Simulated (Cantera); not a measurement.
A Cantera script and what it prints.

```python
import numpy as np
import cantera as ct

gas_names = """
    Mg H2S H H2
""".split()
cond_names = """
    MgS(s)
""".split()


# ... load() reads the species with a 1 bar reference pressure and builds the phases ...
species = {s.name: s for s in load("nasa_gas.yaml", gas_names) + load("nasa_condensed.yaml", cond_names)}
# Each term lists the table entries of one substance; the one whose range holds T is used.
reactions = {
    'Mg(g) + H2S(g) = MgS + 2 H(g)':
        [(-1, ['Mg']), (-1, ['H2S']), (1, ['MgS(s)']), (2, ['H'])],
    'MgS + H2(g) = Mg(g) + H2S(g)':
        [(-1, ['MgS(s)']), (-1, ['H2']), (1, ['Mg']), (1, ['H2S'])],
}


def pick(names, T):
    return next(species[n] for n in names if species[n].thermo.min_temp <= T <= species[n].thermo.max_temp)


results = []
for label, terms in reactions.items():
    print(label)
    print("     T/K   dH/kJ  dS/(J/K)   dG/kJ   log10 K")
    for T in [300, 1575, 1625, 1675, 1725, 1775, 1825, 1875]:
        used = [(nu, pick(names, T)) for nu, names in terms]
        dH = sum(nu * s.thermo.h(T) for nu, s in used) / 1e6
        dS = sum(nu * s.thermo.s(T) for nu, s in used) / 1e3
        dG = dH - T * dS / 1e3
        logK = -dG * 1e6 / (ct.gas_constant * T * np.log(10))
        results.append((label, T, dH, dS, dG, logK, [s.name for _, s in used]))
        print(f"{T:8g} {dH:8.1f} {dS:8.1f} {dG:8.1f} {logK:8.2f}")
```

Result:

```
Mg(g) + H2S(g) = MgS + 2 H(g)
     T/K   dH/kJ  dS/(J/K)   dG/kJ   log10 K
     300    -36.3    -74.5    -13.9     2.43
    1575     -0.6    -25.5     39.6    -1.31
    1625      0.6    -24.8     40.9    -1.31
    1675      1.7    -24.1     42.1    -1.31
    1725      2.8    -23.5     43.3    -1.31
    1775      4.0    -22.8     44.5    -1.31
    1825      5.1    -22.2     45.6    -1.30
    1875      6.2    -21.6     46.7    -1.30
MgS + H2(g) = Mg(g) + H2S(g)
     T/K   dH/kJ  dS/(J/K)   dG/kJ   log10 K
     300    472.3    173.3    420.3   -73.18
    1575    450.9    143.7    224.6    -7.45
    1625    450.2    143.2    217.4    -6.99
    1675    449.5    142.8    210.3    -6.56
    1725    448.8    142.4    203.1    -6.15
    1775    448.1    142.0    196.0    -5.77
    1825    447.3    141.6    188.9    -5.41
    1875    446.6    141.2    181.9    -5.07
```

Source: NASA polynomial tables (part measured, part estimated), evaluated in Cantera. Condensed species are held in their standard states even where they would react or evaporate.
